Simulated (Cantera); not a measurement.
Feed: 1 mol SiO2, 2.5 mol CO.

Equilibrium computed with Cantera from the NASA thermochemical tables; the gas is ideal and each condensed phase is pure. Candidate condensed phases: C, Si, SiC, SiO2; 20 gas species. The tables hold silica as quartz up to 1696 K and as liquid above; real silica turns to tridymite and cristobalite and melts near 1996 K. Equilibrium is a limit: real reactors are often held back by kinetics, nucleation or transport.

**Question.** What condenses at these points (T in °C, P in Pa): (1477, 56000); (1552, 10); (1677, 180); (1477, 1000000); (1752, 10); (1502, 180)?

**Answer.** 
```
T (°C)  P in Pa  condensed phases  Si condensed (%)
------  -------  ----------------  ----------------
1477      56000              SiO2              99.8
1552         10              SiO2              76.3
1677        180              SiO2              84.0
1477    1000000          C + SiO2             100.0
1752         10          gas only               0.0
1502        180              SiO2              96.5
```
